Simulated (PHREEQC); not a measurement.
1 kg of water holding 0.015 mol/kgw KCl, 0.008 mol/kgw K2SO4, 0.15 mol/kgw KHCO3 and 0.084 mol/kgw K2CO3 is evaporated at 25 °C; the solids stay in contact with the brine. CO2 is held at log p = -3.4 (atm). Solids allowed: Arcanite, Kalicinite, Misenite, Sylvite. Others were left out.

Equilibrium calculation in PHREEQC: Pitzer model, pitzer.dat.

```json
[
 {"water left (kg)": "1.001", "ionic strength": "0.472", "water activity": "0.991", "Kalicinite (mol)": "0", "Sylvite (mol)": "0", "Arcanite (mol)": "0", "Cl in solution (mol/kgw)": "0.0150", "K in solution (mol/kgw)": "0.349"},
 {"water left (kg)": "0.556", "ionic strength": "0.870", "water activity": "0.985", "Kalicinite (mol)": "0", "Sylvite (mol)": "0", "Arcanite (mol)": "0", "Cl in solution (mol/kgw)": "0.0270", "K in solution (mol/kgw)": "0.628"},
 {"water left (kg)": "0.2543", "ionic strength": "1.94", "water activity": "0.969", "Kalicinite (mol)": "0", "Sylvite (mol)": "0", "Arcanite (mol)": "0", "Cl in solution (mol/kgw)": "0.0590", "K in solution (mol/kgw)": "…"},
 {"water left (kg)": "0.1417", "ionic strength": "3.52", "water activity": "0.944", "Kalicinite (mol)": "0", "Sylvite (mol)": "0", "Arcanite (mol)": "0", "Cl in solution (mol/kgw)": "0.106", "K in solution (mol/kgw)": "2.46"},
 {"water left (kg)": "0.06526", "ionic strength": "7.51", "water activity": "…", "Kalicinite (mol)": "0", "Sylvite (mol)": "0", "Arcanite (mol)": "…", "Cl in solution (mol/kgw)": "0.230", "K in solution (mol/kgw)": "5.23"},
 {"water left (kg)": "0.03669", "ionic strength": "13.0", "water activity": "0.732", "Kalicinite (mol)": "0", "Sylvite (mol)": "0", "Arcanite (mol)": "0.00742", "Cl in solution (mol/kgw)": "0.409", "K in solution (mol/kgw)": "9.11"},
 {"water left (kg)": "0.01983", "ionic strength": "15.1", "water activity": "0.674", "Kalicinite (mol)": "0.121", "Sylvite (mol)": "0", "Arcanite (mol)": "0.00781", "Cl in solution (mol/kgw)": "0.756", "K in solution (mol/kgw)": "10.7"},
 {"water left (kg)": "0.008132", "ionic strength": "15.1", "water activity": "0.667", "Kalicinite (mol)": "0.240", "Sylvite (mol)": "…", "Arcanite (mol)": "0.00793", "Cl in solution (mol/kgw)": "1.30", "K in solution (mol/kgw)": "10.9"},
 {"water left (kg)": "0.003785", "ionic strength": "15.1", "water activity": "0.667", "Kalicinite (mol)": "0.282", "Sylvite (mol)": "0.0101", "Arcanite (mol)": "0.00797", "Cl in solution (mol/kgw)": "1.30", "K in solution (mol/kgw)": "10.9"}
]
```

Problem. Fill in the missing entries.

Solution. 
- 0.2543, K in solution (mol/kgw): 1.37
- 0.06526, water activity: 0.867
- 0.06526, Arcanite (mol): 0.00384
- 0.008132, Sylvite (mol): 0.00444
